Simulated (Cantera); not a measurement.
Mixture: 48.0 % H2, 10.9 % O2, 41.1 % N2, at 21000 Torr, adiabatic and at constant pressure. Ignition delay is the time to a rise of 400 K.

Cantera simulation using the H2/O2 subset of GRI-Mech 3.0, which has no nitrogen chemistry; the numbers are that mechanism's predictions, not measurements. The hydrogen kinetics of GRI-Mech 3.0 are dated; newer H2 mechanisms differ, most at raised pressure. The pressure lies above the range GRI-Mech 3.0 was tuned for (to about 10 atm). Below about 950 K walls govern HO2 and H2O2 in real vessels.

Task: At T0 = 1200 K, what is the delay, and which 6 reactions control it most (d ln τ / d ln k, from doubling and halving each rate constant)?

Result: The delay is 87.6 µs.
```tsv
reaction	d ln τ / d ln k	faster rate
H + O2 <=> O + OH	-0.66	shortens it
H + H2O2 <=> H2 + HO2	-0.52	shortens it
2 OH (+M) <=> H2O2 (+M)	-0.43	shortens it
H + O2 + M <=> HO2 + M	0.32	lengthens it
H + O2 + N2 <=> HO2 + N2	0.17	lengthens it
H + HO2 <=> 2 OH	-0.11	shortens it
```
